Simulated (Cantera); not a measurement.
**Iron carbonyl, mercury and lead vapours: PbO + N2**

Charge: 1 mol PbO, 25 mol N2, equilibrated at 1000 Pa.

Cantera equilibrium calculation (NASA polynomials, part measured and part estimated; ideal gas, pure solids and liquids). Candidate condensed phases: Pb, PbO, PbO2, Pb3O4; 12 gas species. Rates play no part.

From 550 K to 750 K the condensed part is PbO(red). From 800 K to 1150 K the condensed part is PbO(yellow). At 1200 K the condensed part is PbO(l).

```
T (K)   x N2     x PbO      x Pb      x O2      x NO       x O  n PbO(red)  n PbO(yellow)  n PbO(l)
-----  -----  --------  --------  --------  --------  --------  ----------  -------------  --------
550     1.00    <1e-12    <1e-12    <1e-12    <1e-12    <1e-12        1.00              0         0
600     1.00    <1e-12    <1e-12    <1e-12    <1e-12    <1e-12        1.00              0         0
650     1.00    <1e-12    <1e-12    <1e-12    <1e-12    <1e-12        1.00              0         0
700     1.00  1.66e-11  5.43e-12  2.20e-12  1.03e-12    <1e-12        1.00              0         0
750     1.00  4.19e-10  1.19e-10  5.22e-11  1.42e-11    <1e-12        1.00              0         0
800     1.00   7.00e-9   1.77e-9  8.14e-10  1.41e-10    <1e-12           0           1.00         0
850     1.00   8.33e-8   1.92e-8   9.05e-9   1.05e-9    <1e-12           0          1.000         0
900    1.000   7.46e-7   1.59e-7   7.63e-8   6.26e-9    <1e-12           0          1.000         0
950    1.000   5.28e-6   1.05e-6   5.10e-7   3.08e-8    <1e-12           0          1.000         0
1000   1.000   3.05e-5   5.74e-6   2.80e-6   1.29e-7  2.63e-12           0          0.999         0
1050   1.000  0.000148   2.66e-5   1.31e-5   4.69e-7  2.42e-11           0          0.996         0
1100   0.999  0.000619  0.000107   5.26e-5   1.51e-6  1.81e-10           0          0.982         0
1150   0.997   0.00228  0.000378  0.000187   4.41e-6   1.14e-9           0          0.933         0
1200   0.991   0.00682   0.00113  0.000561   1.13e-5   5.94e-9           0              0     0.799
```
x: gas mole fraction; n: condensed amount in mol.
